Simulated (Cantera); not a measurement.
# Carbothermic reduction: PbO + C + H2

Feed: 1 mol PbO, 0.95 mol C, a varied amount of H2, equilibrated at 1977 °C and 0.000600 bar.

These are equilibrium values from Cantera (NASA tables, ideal gas, pure condensed phases), not measurements of a reactor. Candidate condensed phases: C, C6H6, C7H8, C8H18, H2O, Pb, PbO, PbO2, Pb3O4; 113 gas species. Kinetics and transport are ignored.

From 0.29 mol H2 to 8.9 mol H2 nothing is condensed. The main Pb-bearing gas is Pb throughout.

| n(H2) (mol) | log p H2 | log p Pb | log p CO | log p H | log p H2O | log p CO2 | log p OH |
|---|---|---|---|---|---|---|---|
| 0.29 | -4.36 | -3.59 | -3.62 | -4.31 | -5.27 | -5.27 | -6.04 |
| 0.39 | -4.22 | -3.61 | -3.64 | -4.24 | -5.21 | -5.37 | -6.05 |
| 0.52 | -4.10 | -3.64 | -3.67 | -4.18 | -5.18 | -5.48 | -6.08 |
| 0.69 | -3.99 | -3.67 | -3.70 | -4.12 | -5.16 | -5.61 | -6.12 |
| 0.91 | -3.89 | -3.71 | -3.74 | -4.08 | -5.16 | -5.75 | -6.17 |
| 1.2 | -3.80 | -3.76 | -3.78 | -4.03 | -5.18 | -5.89 | -6.23 |
| 1.6 | -3.72 | -3.81 | -3.84 | -3.99 | -5.21 | -6.06 | -6.30 |
| 2.2 | -3.64 | -3.88 | -3.91 | -3.95 | -5.27 | -6.26 | -6.40 |
| 2.9 | -3.59 | -3.95 | -3.98 | -3.92 | -5.32 | -6.45 | -6.48 |
| 3.8 | -3.54 | -4.03 | -4.05 | -3.90 | -5.39 | -6.64 | -6.57 |
| 5.1 | -3.50 | -4.12 | -4.14 | -3.88 | -5.47 | -6.85 | -6.68 |
| 6.7 | -3.47 | -4.21 | -4.23 | -3.86 | -5.56 | -7.06 | -6.78 |
| 8.9 | -3.44 | -4.31 | -4.33 | -3.85 | -5.65 | -7.28 | -6.89 |
log p: log10 of the partial pressure in bar; nothing condenses.
